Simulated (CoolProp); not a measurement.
Vapour-liquid equilibrium of propane (1) + R227EA (2) at 1.43 MPa; x and y are mole fractions of (1).

The numbers come from the multi-fluid Helmholtz-energy mixture model, Lemmon 2009 and Lemmon 2016; pair parameters Bell 2016 in CoolProp.

Q: Give the bubble temperature and the first vapour's composition at x = 0.05, 0.45, 0.55. Is there an azeotrope?

A: x = 0.05: 63.5 °C, y = 0.115; x = 0.45: 42.7 °C, y = 0.598; x = 0.55: 40.9 °C, y = 0.655. y crosses x between x = 0.75 and 0.85: the model has an azeotrope there.

The pair parameters rest on a limited set of measurements; away from them the model extrapolates.
